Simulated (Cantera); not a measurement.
Input: 1 mol borazine, 0.26 mol H2O, 180 mol H2, held at 1650 K and 55.0 mbar.

Equilibrium computed with Cantera from the NASA thermochemical tables; the gas is ideal and each condensed phase is pure. Candidate condensed phases: B, BN, B2O3, B3O3H3, H2O; 39 gas species. The feed counts by its element totals alone. Kinetics and transport are ignored.

Base state: H2 0.998, HBO 0.00135, N2 0.000697, H 0.000387, HBO2 1.27e-5, H2O 1.19e-5, BO 1.11e-5 (mole fractions); condensed: BN(s).

### Question
What changes in the equilibrium state with this change: H2O from 0.26 to 11 mol?

### Answer
| species | before | after |
|---|---|---|
| H2 | 0.998 | 0.951 |
| H2O | 1.19e-5 | 0.0264 |
| HBO2 | 1.27e-5 | 0.0138 |
| B2O3 | 7.23e-7 | 0.000388 |
| N2 | 0.000697 | 0.00761 |
| HBO | 0.00135 | 0.000632 |
| BO | 1.11e-5 | 5.34e-6 |
| H | 0.000387 | 0.000378 |
| BN(s), mol | 2.74 | 0 |
Gases not in the tables: H3BO3.
